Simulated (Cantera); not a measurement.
Mixture: CO : H2 : CH4 : O2 : N2 = 1 : 0.17 : 0.36 : 1.43 : 5.36 (molar parts), equivalence ratio 0.91, at 12.8 atm, adiabatic and at constant volume. Ignition delay is the time to a rise of 400 K.

Cantera simulation using GRI-Mech 3.0 (53 species, 325 reactions); the numbers are that mechanism's predictions, not measurements. The pressure lies above the range GRI-Mech 3.0 was tuned for (to about 10 atm).

Q: Predict: delay at 1150 K; delay at 1250 K; delay at 1350 K; delay at 1450 K; delay at 1550 K; delay at 1650 K; delay at 1750 K; apparent activation energy between 1550 and 1750 K.

A: 
| Item | Value |
|---|---|
| delay at 1150 K | 0.450 ms |
| delay at 1250 K | 0.155 ms |
| delay at 1350 K | 70.1 µs |
| delay at 1450 K | 35.4 µs |
| delay at 1550 K | 19.0 µs |
| delay at 1650 K | 10.8 µs |
| delay at 1750 K | 6.47 µs |
| apparent activation energy between 1550 and 1750 K | 120 kJ/mol |
